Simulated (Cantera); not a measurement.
What does this Cantera script print?

```python
import numpy as np
import cantera as ct

surf = ct.Interface("diamond.yaml", "diamond_100")
gas, bulk = surf.adjacent["gas"], surf.adjacent["diamond"]
k = surf.kinetics_species_index(bulk.species_names[0])
cover = ["c6HH", "c6H*", "c6*H", "c6**", "c6HM", "c6B"]

rows, drift = [], 0.0
print(f"{'P':>10s}{'um/h':>11s}" + "".join(f"{s:>11s}" for s in cover))
for v in [620, 960, 1500, 2300, 3600, 5500, 8500, 13000]:
    T, P, xH, xCH3 = 1075, v, 0.00056, 0.00012
    gas.TPX = T, P, {"H": xH, "CH3": xCH3, "CH4": 0.0049, "H2": 1 - xH - xCH3 - 0.0049}
    surf.TP = bulk.TP = T, P
    surf.coverages = "c6H*:0.1, c6HH:0.9"
    surf.advance_coverages(100.0)
    before = surf.coverages
    surf.advance_coverages(100.0)
    drift = max(drift, np.max(np.abs(surf.coverages - before) / (surf.coverages + 1e-9)))
    rate = surf.net_production_rates[k] * bulk.mean_molecular_weight / bulk.density * 3.6e9
    rows.append([rate, *surf[cover].coverages])
    print(f"{v:10.4g}{rate:11.4e}" + "".join(f"{x:11.3e}" for x in rows[-1][1:]))
```

It prints:

```
         P       um/h       c6HH       c6H*       c6*H       c6**       c6HM        c6B
       620 4.2352e-02  5.432e-01  2.452e-02  4.124e-01  1.190e-02  4.628e-03  1.149e-10
       960 8.6693e-02  5.414e-01  2.443e-02  4.110e-01  1.186e-02  6.915e-03  2.352e-10
      1500 1.8330e-01  5.389e-01  2.431e-02  4.089e-01  1.180e-02  1.023e-02  4.974e-10
      2300 3.7645e-01  5.355e-01  2.415e-02  4.062e-01  1.172e-02  1.455e-02  1.022e-09
      3600 7.9033e-01  5.310e-01  2.393e-02  4.025e-01  1.162e-02  2.037e-02  2.145e-09
      5500 1.5551e+00  5.258e-01  2.369e-02  3.984e-01  1.150e-02  2.695e-02  4.220e-09
      8500 3.0098e+00  5.201e-01  2.341e-02  3.937e-01  1.136e-02  3.437e-02  8.167e-09
   1.3e+04 5.5132e+00  5.144e-01  2.315e-02  3.891e-01  1.123e-02  4.166e-02  1.496e-08
```

Model: the Harris–Goodwin 1993 mechanism for the reconstructed diamond (100) surface, integrated in Cantera.
